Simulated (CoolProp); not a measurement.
Properties of dimethyl carbonate along the isotherm 326.85 °C.

Values from CoolProp's reference Helmholtz-energy equation of state, Zhou 2011.

```tsv
p (bar)	phase	Z	cp (kJ/(kg K))	speed of sound (m/s)
0.233	gas	0.9987	1.861	241.1
0.342	gas	0.9981	1.861	241.0
0.502	gas	0.9972	1.862	[?]
0.736	gas	0.9959	1.862	[?]
1.08	gas	0.9940	[?]	240.1
1.59	gas	0.9912	[?]	239.5
2.33	gas	0.9871	1.868	[?]
3.42	gas	0.9810	1.871	237.3
5.02	gas	0.9720	1.877	[?]
7.36	gas	0.9587	1.886	232.5
10.8	gas	0.9387	1.901	228.2
15.9	gas	0.9083	1.926	221.6
23.3	gas	0.8620	1.973	211.6
34.2	gas	0.7878	[?]	195.5
50.2	supercritical	[?]	2.414	169.9
73.6	supercritical	0.4496	3.868	149.5
```

Question: Some entries are withheld; supply them.

Answer: 
- 0.502, speed of sound (m/s): 240.8
- 0.736, speed of sound (m/s): 240.5
- 1.08, cp (kJ/(kg K)): 1.863
- 1.59, cp (kJ/(kg K)): 1.865
- 2.33, speed of sound (m/s): 238.6
- 5.02, speed of sound (m/s): 235.4
- 34.2, cp (kJ/(kg K)): 2.079
- 50.2, Z: 0.6610
